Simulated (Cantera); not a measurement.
## SiCl4 + N2O + N2 (silicon oxide and oxynitride deposition)

A closed system holds: 1 mol SiCl4, 0.49 mol N2O, 3 mol N2, equilibrated at 650 K and 1.33 mbar.

Cantera equilibrium calculation (NASA polynomials, part measured and part estimated; ideal gas, pure solids and liquids). Candidate condensed phases: Si, SiO2, Si2N2O, Si3N4; 23 gas species. Rates play no part.

- x(N2) = 0.737
- x(SiCl4) = 0.159
- x(Cl2) = 0.103
- x(Cl) = 1.15e-6
- n(SiO2(α-quartz)) = 0.245 mol
- gas amount = 4.735 mol
- log10 activity of Si(s) (absent) = -42.26
